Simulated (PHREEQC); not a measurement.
Hard or scaling water (model solution)

Consider water at 20 °C with 0.0042 mol/kgw MgCl2, 4.2e-05 mol/kgw Na2SO4 and 0.00013 mol/kgw NaCl. Closed to the air; pH follows from the charge balance.

Equilibrium calculation in PHREEQC: ion-association model, phreeqc.dat.

| Item | Value |
|---|---|
| ionic strength | 0.0128 mol/kgw |
| specific conductance | 884 µS/cm |

```tsv
species	molality	activity	log γ
Cl-	0.00853	0.00760	-0.050
Mg+2	0.00419	0.00272	-0.188
Na+	0.000214	0.000191	-0.049
SO4-2	3.09e-5	1.98e-5	-0.194
MgSO4	1.10e-5	1.11e-5	0.001
H+	1.27e-7	1.15e-7	-0.043
OH-	6.69e-8	5.95e-8	-0.051
MgOH+	6.03e-8	5.42e-8	-0.046
NaSO4-	2.05e-8	1.84e-8	-0.048
```

This is a speciation only: nothing precipitates in the calculation.
